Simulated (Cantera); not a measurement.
Hydrocarbon pyrolysis for carbon deposition

An isothermal, constant-pressure homogeneous reactor starts with CH4 : H2 = 1 : 3.3 (molar parts), at 1950 K and 1.00 bar.

Cantera simulation using GRI-Mech 3.0 (53 species, 325 reactions); the numbers are that mechanism's predictions, not measurements. GRI-Mech 3.0 stops at C3 and has no aromatics, soot or wall deposition, so with more carbon than oxygen in the feed, carbon stays in small species such as C2H2 where larger ones or solid carbon would form.

```json
[
 {"t (s)": "1.00e-5", "x CH4": "0.230", "x H2": "0.767", "x CH3": "0.00179", "x C2H4": "4.91e-5", "x C2H2": "1.31e-6"},
 {"t (s)": "5.99e-5", "x CH4": "0.217", "x H2": "0.773", "x CH3": "0.00452", "x C2H4": "0.00274", "x C2H2": "0.00156"},
 {"t (s)": "0.000359", "x CH4": "0.155", "x H2": "0.811", "x CH3": "0.00334", "x C2H4": "0.00275", "x C2H2": "0.0273"},
 {"t (s)": "0.00215", "x CH4": "0.0570", "x H2": "0.870", "x CH3": "0.00130", "x C2H4": "0.000894", "x C2H2": "0.0697"},
 {"t (s)": "0.0129", "x CH4": "0.0123", "x H2": "0.897", "x CH3": "0.000293", "x C2H4": "0.000723", "x C2H2": "0.0885"},
 {"t (s)": "0.0774", "x CH4": "0.00539", "x H2": "0.901", "x CH3": "0.000130", "x C2H4": "0.000735", "x C2H2": "0.0914"},
 {"t (s)": "0.464", "x CH4": "0.00535", "x H2": "0.901", "x CH3": "0.000129", "x C2H4": "0.000735", "x C2H2": "0.0914"},
 {"t (s)": "2.78", "x CH4": "0.00535", "x H2": "0.901", "x CH3": "0.000129", "x C2H4": "0.000735", "x C2H2": "0.0914"},
 {"t (s)": "16.7", "x CH4": "0.00535", "x H2": "0.901", "x CH3": "0.000129", "x C2H4": "0.000735", "x C2H2": "0.0914"},
 {"t (s)": "100", "x CH4": "0.00535", "x H2": "0.901", "x CH3": "0.000129", "x C2H4": "0.000735", "x C2H2": "0.0914"}
]
```
x: mole fraction; the columns are a selection and need not sum to one.

Equilibrium at this temperature and pressure: CH4 0.00535, H2 0.901, CH3 0.000129, C2H4 0.000735, C2H2 0.0914 (gas phase only).
